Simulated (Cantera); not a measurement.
A perfectly stirred reactor is fed with C₂H₆ : N₂ = 1 : 16 (molar parts), at 100000 Pa; it is held at 2000 K, and followed from long to short residence time.

Computed with Cantera and GRI-Mech 3.0 (53 species, 325 reactions). GRI-Mech 3.0 stops at C3 and has no aromatics, soot or wall deposition, so with more carbon than oxygen in the feed, carbon stays in small species such as C2H2 where larger ones or solid carbon would form.

Problem. What does this change do: pressure from 100000 Pa to 13300 Pa?

Solution. 
```
quantity                  before     after
----------------------  --------  --------
x(C₂H₆) at τ = 0.570 s   4.06e-7   1.10e-6
x(H₂) at τ = 0.570 s       0.104     0.103
x(CH₄) at τ = 0.570 s   0.000911  0.000808
x(CH₃) at τ = 0.570 s    9.38e-5  0.000223
x(CH₂) at τ = 0.570 s    6.23e-7   3.84e-6
x(C₂H₆) at τ = 16.0 ms   1.34e-5   3.79e-5
x(H₂) at τ = 16.0 ms      0.0983    0.0969
x(CH₄) at τ = 16.0 ms    0.00426   0.00423
x(CH₃) at τ = 16.0 ms   0.000533   0.00136
x(CH₂) at τ = 16.0 ms    3.93e-6   2.14e-5
```
